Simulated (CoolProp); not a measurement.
Methanol at several states: density (kg/m³) from the reference equation and from simpler models built on Tc = 240.2 °C, pc = 82.16 bar, ω = 0.565; each cubic takes its own stable root.

Computed with CoolProp (reference Helmholtz-energy equation of state, de Reuck 1993).

| T (°C) | p (bar) | phase | reference | van der Waals | Redlich-Kwong | Peng-Robinson |
|---|---|---|---|---|---|---|
| 79.45 | 126 | liquid | 748.8 | 372.4 | 532.4 | 642.9 |
| 300.05 | 1.24 | gas | 0.8363 | 0.8366 | 0.8368 | 0.8369 |
| 82.35 | 63.2 | liquid | 738.4 | 362.5 | 522.3 | 636.2 |
